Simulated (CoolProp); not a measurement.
Vapour-liquid equilibrium of R125 (1) + R227EA (2) at 73.8 kPa; x and y are mole fractions of (1).

Model: multi-fluid Helmholtz-energy mixture model, Lemmon 2005 and Lemmon 2016; pair parameters Bell 2016, in CoolProp.

Task: Give the bubble temperature and the first vapour's composition at x = 0.2, 0.725, 0.875. Is there an azeotrope?

Result: x = 0.2: 239.3 K, y = 0.510; x = 0.725: 223.7 K, y = 0.926; x = 0.875: 220.9 K, y = 0.971. No azeotrope shows between x = 0.05 and 0.95.

Pair parameters are fitted to limited data, so mixtures are less certain than the pure fluids.
